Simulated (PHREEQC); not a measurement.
PHREEQC input (ion-association model, wateq4f.dat):

```
SOLUTION_MASTER_SPECIES
  An  An-  0  An  62.0  # stands for a non-complexing anion
SOLUTION_SPECIES
  An- = An-
    -log_k 0
    -gamma 3.0 0
PHASES
  Fix_H+
    H+ = H+
    -log_k 0
SOLUTION 1
  temp 25
  units mmol/kgw
  pH 7 charge
  Cl 2.8
  Cu(2) 1.2
  Sr 0.2
  Na 50
  An 50
END
SELECTED_OUTPUT 1
  -reset false
  -pH true
  -pe true
  -ionic_strength true
  -water true
  -totals Cl Cu Na Sr Cu(1) Cu(2)
  -molalities Hfo_wOH Hfo_wOH2+ Hfo_wO- Hfo_sOH Hfo_sOH2+ Hfo_sO- Hfo_sOCu+ Hfo_wOCu+ Hfo_sOHSr+2 Hfo_wOSr+
    Hfo_wOSrOH
  -saturation_indices Cu(OH)2 Atacamite Halite
USER_PUNCH 1
  -headings sigma psi
  10 PUNCH EDL("sigma", "Hfo"), EDL("psi", "Hfo")
PRINT
  -reset false
USE solution 1
SURFACE 1
  Hfo_wOH 0.00177528 600 0.79
  Hfo_sOH 4.4382e-05
EQUILIBRIUM_PHASES 1
  Fix_H+ -3 HAn 10
    -force_equality true
  O2(g) -0.68 10
END
# ... the last block is repeated for the other 12 points of pH, with NaOH or the acid as the point needs
```

Selected output (columns that matter, 13 of 13 rows; pH added in front):

```
pH	mu	Cl	Cu	Na	Sr	m_Hfo_wOH	m_Hfo_wOH2+	m_Hfo_wO-	m_Hfo_sOH	si_Cu(OH)2	si_Atacamite	si_Halite	sigma	psi
3	0.056246	0.0028	0.0011989	0.05	0.0002	5.8539e-05	0.0017165	4.5735e-08	1.4328e-06	-5.8941	-7.495	-5.6187	0.35821	0.16699
3.67	0.055194	0.0028	0.0011829	0.05	0.0002	0.00021079	0.00156	6.525e-07	3.7056e-06	-4.5578	-5.4917	-5.6174	0.3265	0.16272
4.33	0.054609	0.0028	0.0011029	0.05	0.0002	0.00050201	0.00121	4.7714e-06	1.6972e-06	-3.267	-3.5698	-5.6167	0.26594	0.1525
5	0.053331	0.0028	0.00073597	0.05	0.0002	0.00074138	0.00059227	2.126e-05	3.949e-07	-2.1004	-1.9056	-5.6149	0.21077	0.14124
5.67	0.052813	0.0028	0.00029729	0.050846	0.0002	0.00069804	0.00013745	8.1211e-05	1.8405e-07	-1.1559	-0.686	-5.6067	0.19522	0.13758
6.33	0.052652	0.0027999	0.00010745	0.051302	0.0002	0.00048043	2.3736e-05	0.00022277	1.0394e-07	-0.3065	0.3531	-5.6026	0.18189	0.13406
7	0.052657	0.0027999	5.9037e-05	0.051598	0.00019999	0.00027004	4.1313e-06	0.00040437	5.5868e-08	0.4725	1.241	-5.6	0.15077	0.12454
7.67	0.052743	0.0027999	0.00010985	0.051863	0.00019999	0.00016033	1.0368e-06	0.00056797	3.4767e-08	1.0522	1.7305	-5.5979	0.10649	0.10703
8.33	0.05285	0.0027999	0.00020001	0.052096	0.00019996	0.00012148	4.8473e-07	0.00069746	2.8803e-08	1.3433	1.6526	-5.5961	0.061651	0.080394
9	0.05294	0.0027999	0.0002735	0.052271	0.00019955	0.00010567	3.2524e-07	0.00078648	2.7115e-08	1.4819	1.2596	-5.5947	0.028608	0.047428
9.67	0.053033	0.0027999	0.00033011	0.05244	0.00019271	9.6458e-05	2.5209e-07	0.00084551	2.6374e-08	1.5638	0.7534	-5.5935	0.0063648	0.011996
10.33	0.053221	0.0027999	0.00042793	0.052862	0.00012942	8.1909e-05	1.718e-07	0.00089462	2.494e-08	1.676	0.3177	-5.5902	-0.011599	-0.021396
11	0.05415	0.0027999	0.00057413	0.054161	2.4107e-05	6.5469e-05	1.0315e-07	0.00095193	2.4271e-08	1.8011	-0.1027	-5.5808	-0.034	-0.05368
```

Along this series the solution becomes supersaturated in solids that the run did not let form, among them Cu(OH)2, Atacamite. The database's constant for dissolved Cu(OH)2 is higher than later reviews accept. The oxide is taken as insoluble; below pH 4 it would dissolve.
